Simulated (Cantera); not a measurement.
Cantera with NASA thermochemical tables; ideal gases at 1 bar, condensed phases pure. Values are per mole of reaction as written; species without (g) are pure solids or liquids, kept so even where they would boil at 1 bar.

a) 2 Si + O2(g) ⇌ 2 SiO(g)
b) C + O2(g) ⇌ CO2(g)
c) 2 Ti + O2(g) ⇌ 2 TiO(g)

Question: Order these by ΔG° at 900 K, most negative first.

Answer: b (-396 kJ), a (-358 kJ), c (-65 kJ)
